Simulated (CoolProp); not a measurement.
Saturated liquid density (kg/m³) of sulfur hexafluoride: the reference equation beside estimates from Tc = 318.7 K, pc = 3.755 MPa, ω = 0.210.

Values from CoolProp's reference Helmholtz-energy equation of state, Guder 2009.

```json
[
 {"T (K)": "235.9", "reference": "1783", "van der Waals": "1138", "Redlich-Kwong": "1636", "Peng-Robinson": "1920"},
 {"T (K)": "240.8", "reference": "1756", "van der Waals": "1121", "Redlich-Kwong": "1605", "Peng-Robinson": "___"},
 {"T (K)": "245.7", "reference": "1730", "van der Waals": "1103", "Redlich-Kwong": "1572", "Peng-Robinson": "1851"},
 {"T (K)": "250.6", "reference": "1702", "van der Waals": "1084", "Redlich-Kwong": "1538", "Peng-Robinson": "1814"},
 {"T (K)": "255.5", "reference": "1673", "van der Waals": "1065", "Redlich-Kwong": "1503", "Peng-Robinson": "1774"},
 {"T (K)": "260.4", "reference": "1643", "van der Waals": "1044", "Redlich-Kwong": "1467", "Peng-Robinson": "1733"},
 {"T (K)": "265.2", "reference": "1612", "van der Waals": "1023", "Redlich-Kwong": "1429", "Peng-Robinson": "___"},
 {"T (K)": "270.1", "reference": "1579", "van der Waals": "1001", "Redlich-Kwong": "1389", "Peng-Robinson": "1643"},
 {"T (K)": "275", "reference": "1545", "van der Waals": "977.7", "Redlich-Kwong": "1347", "Peng-Robinson": "___"},
 {"T (K)": "279.9", "reference": "1508", "van der Waals": "952.8", "Redlich-Kwong": "1302", "Peng-Robinson": "1540"},
 {"T (K)": "284.8", "reference": "1468", "van der Waals": "926.3", "Redlich-Kwong": "1255", "Peng-Robinson": "___"},
 {"T (K)": "289.7", "reference": "1425", "van der Waals": "897.8", "Redlich-Kwong": "1204", "Peng-Robinson": "1420"}
]
```

Task: Some entries are withheld; supply them.

Result: 
- 240.8, Peng-Robinson: 1886
- 265.2, Peng-Robinson: 1690
- 275, Peng-Robinson: 1593
- 284.8, Peng-Robinson: 1482

Absolute difference from the reference over all 12 rows, mean and median: van der Waals 36.5 and 36.5 %, Redlich-Kwong 11.4 and 11.0 %, Peng-Robinson 4.6 and 5.2 %.
